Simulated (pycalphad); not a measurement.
All values are pycalphad results on the COST 507 light-alloy database (1999) (1 atm), not direct measurements. The database dates from 1999; later assessments differ in places, in temperatures and in the compounds included. Kinetics are ignored, which matters at the lower temperatures.

Q: How does the equilibrium phase assembly of Ti-6.754C (wt.%) change on cooling from 3300 K to 500 K?

A: 
```tsv
T (K)	phases above	phases below
3002.3	liquid	fcc + liquid
1922 ± 3	fcc + liquid	bcc + fcc
1189.9	bcc + fcc	fcc + hcp
```
Changes were sought between steps of 100 K, so a narrower field can be missed.

The fcc model also describes the rock-salt carbide or nitride (TiC, TiN, HfC).
